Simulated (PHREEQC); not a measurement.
Solution (11 °C): 0.018 mol KHCO3 and 3.7e-05 mol Na2SO4 per kg of water. Closed to the air; pH follows from the charge balance.

All values are PHREEQC results (ion-association model, phreeqc.dat), not measurements.

No solid was allowed to form.

Problem. Predict the pH, specific conductance.

Solution. pH 8.35; specific conductance 1370 µS/cm.

Problem. In which forms is C present?

Solution. HCO3- 98 %, CO2 1.1 %, CO3-2 1.1 % of the C.

Complexes and solids missing from the database can't appear. Constants without temperature data keep their 25 °C values here.
